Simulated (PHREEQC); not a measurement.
Make-up at 25 °C: 2.8 mmol/kgw H2SO4, 0.036 mmol/kgw Al2(SO4)3 and 0.046 mmol/kgw Fe2(SO4)3. Closed to the air; pH follows from the charge balance.

All values are PHREEQC results (ion-association model, wateq4f.dat), not measurements.

Each row changes one thing in this solution. This is a speciation only: nothing precipitates in the calculation.

| case | pH | ionic strength (mol/kgw) | SO4-2 (mol/kgw) | HSO4- (mol/kgw) | AlSO4+ (mol/kgw) | Al+3 (mol/kgw) | SI of Gibbsite (Al(OH)3) | SI of Boehmite (AlOOH) |
|---|---|---|---|---|---|---|---|---|
| as made | 2.35 | 0.00737 | 0.00218 | 0.000732 | 5.00e-5 | 1.95e-5 | -6.09 | -6.57 |
| temperature from 25 to 85 °C | 2.43 | 0.00564 | 0.00129 | 0.00168 | 5.11e-5 | 1.78e-5 | -3.08 | -2.89 |
| diluted 5-fold with water | 2.98 | 0.00173 | 0.000548 | 4.82e-5 | 7.19e-6 | 7.05e-6 | [?] | -4.96 |
| Al2(SO4)3 from 3.6e-05 to 3.96e-05 mol/kgw | 2.35 | 0.00739 | 0.00218 | 0.000733 | 5.50e-5 | 2.14e-5 | -6.05 | -6.53 |
| H2SO4 from 0.0028 to 0.00056 mol/kgw | 2.97 | 0.00224 | 0.000672 | 5.98e-5 | [?] | 3.27e-5 | -3.87 | -4.35 |
| Fe2(SO4)3 replaced by NH4HSO4 at the same molality | 2.34 | 0.00729 | 0.00216 | 0.000733 | 5.00e-5 | 1.95e-5 | -6.10 | -6.58 |
| H2SO4 replaced by NiSO4 at the same molality | 3.95 | 0.00983 | 0.00247 | 2.01e-5 | 4.92e-5 | 1.91e-5 | -1.34 | -1.82 |
| temperature from 25 to 80 °C | 2.42 | 0.00580 | 0.00137 | [?] | 5.15e-5 | 1.76e-5 | -3.31 | -3.17 |

Q: What belongs in the gaps?

A: 
- diluted 5-fold with water, SI of Gibbsite (Al(OH)3): -4.48
- H2SO4 from 0.0028 to 0.00056 mol/kgw, AlSO4+ (mol/kgw): 3.84e-5
- temperature from 25 to 80 °C, HSO4- (mol/kgw): 0.00158

Complexes and solids missing from the database can't appear. Some of these states are supersaturated (in Hematite (slow to form), Goethite (slow to form), Fe(OH)3(a), for instance). Constants without temperature data keep their 25 °C values here.
